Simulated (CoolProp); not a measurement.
Saturation properties of R1233zd(E).

The numbers come from the reference Helmholtz-energy equation of state, Akasaka 2022 in CoolProp.

```tsv
T (K)	p (bar)	liquid density (kg/m³)	liquid cp (kJ/(kg K))
350.3	[?]	1124	[?]
355	6.888	1109	1.335
359.6	7.686	[?]	1.352
364.3	8.570	[?]	1.370
368.9	9.508	1064	1.389
373.5	10.52	1048	1.410
378.2	11.64	1032	1.434
382.8	[?]	1014	1.460
387.5	14.11	996.0	1.491
392.1	15.46	977.1	1.525
396.7	16.92	957.2	1.565
401.4	18.51	935.6	1.615
406	20.17	912.9	1.675
410.7	21.99	887.7	1.755
```

Task: Some entries are withheld; supply them.

Result: 
- 350.3, p (bar): 6.139
- 350.3, liquid cp (kJ/(kg K)): 1.320
- 359.6, liquid density (kg/m³): 1095
- 364.3, liquid density (kg/m³): 1080
- 382.8, p (bar): 12.81

It boils at 291.3 K under 1 atm.
